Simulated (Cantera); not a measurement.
Input: 1 mol NH3, 3.6 mol H2O, 0.23 mol N2, at 750 K and 10.0 Torr.

Method: chemical equilibrium by Gibbs-energy minimisation in Cantera with the NASA 1993 tables (ideal gas, pure condensed phases). Candidate condensed phases: H2O; 24 gas species. Kinetics and transport are ignored.

Base state: H2O 0.617, H2 0.257, N2 0.125 (mole fractions); condensed: gas only.

Task: What changes in the equilibrium state with this change: NH3 replaced by CS2?

Result: 
```json
[
 {"species": "H2S", "before": "0", "after": "0.400"},
 {"species": "H2O", "before": "0.617", "after": "0.332"},
 {"species": "CO2", "before": "0", "after": "0.204"},
 {"species": "H2", "before": "0.257", "after": "0.00974"},
 {"species": "N2", "before": "0.125", "after": "0.0474"},
 {"species": "S2", "before": "0", "after": "0.00530"},
 {"species": "COS", "before": "0", "after": "0.00135"},
 {"species": "CO", "before": "0", "after": "0.000977"},
 {"species": "SO2", "before": "0", "after": "3.34e-5"}
]
```
Gases not in the tables: S3 to S7. Further candidate phases: C, C6H6, C7H8, C8H18, H2SO4, S.

Task: What changes in the equilibrium state with this change: temperature from 750 K to 2648 K?

Result: 
```tsv
species	before	after
H2O	0.617	0.342
H2	0.257	0.231
H	<1e-9	0.194
OH	<1e-9	0.0697
O	<1e-9	0.0375
O2	<1e-9	0.0225
N2	0.125	0.0993
NO	<1e-9	0.00341
```
